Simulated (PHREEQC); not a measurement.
A solution holds 0.002 mol/kgw HF, 9.8e-05 mol/kgw (NH4)2SiF6, 6.4e-05 mol/kgw H3AsO4 and 3.8e-05 mol/kgw H2SO4, at 20 °C. Closed to the air; pH follows from the charge balance.

Equilibrium calculation in PHREEQC: ion-association model, wateq4f.dat.

Precipitation was switched off in this run.

Question: What pH, ionic strength does the model give?

Answer: pH 3.01; ionic strength 0.00131 mol/kgw.

Question: In which forms is Si present?

Answer: SiF6-2 62 %, H4SiO4 38 % of the Si.

SiF6-2 is the database's only silicon fluoride.
